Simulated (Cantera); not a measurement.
## Equilibrium for boron, boron nitride and boron oxide: borazine + O2 + H2

Feed: 1 mol borazine, a varied amount of O2, 0.2 mol H2, held at 23.0 Pa.

Equilibrium computed with Cantera from the NASA thermochemical tables; the gas is ideal and each condensed phase is pure. Candidate condensed phases: B, BN, B2O3, B3O3H3, H2O; 39 gas species. The feed counts by its element totals alone. Mutual solubility and eutectic melting of coexisting phases are not modelled. The numbers say what is thermodynamically allowed, not how fast it happens.

Stable condensed phases:

```
T in °C \ n(O2) in mol
         0.11 0.14 0.18 0.23 0.29 0.38 0.48 0.62  0.8    1  1.3  1.7  2.2
   1902     A    A    A    A    A    A    A    A    A    A    A    B    B
   1802     A    A    A    A    A    A    A    A    A    A    A    B    B
   1702     A    A    A    A    A    A    A    A    A    A    A    B    B
   1602     C    C    C    C    D    D    D    D    D    D    D    B    B
   1502     D    D    D    D    D    D    D    D    D    D    D    B    B
   1402     D    D    D    D    D    D    D    D    D    D    D    B    B
   1302     D    D    D    D    D    D    D    D    D    D    D    D    B
   1202     D    D    D    D    D    D    D    E    E    E    E    E    E
   1102     E    E    E    E    E    E    E    E    E    E    E    E    E
   1002     E    E    E    E    E    E    E    E    E    E    E    E    E
    902     E    E    E    E    E    E    E    E    E    E    E    E    E
    802     E    E    E    E    E    E    E    E    E    E    E    E    E
```

A: B; B: gas only; C: B + BN; D: BN; E: BN + B2O3.
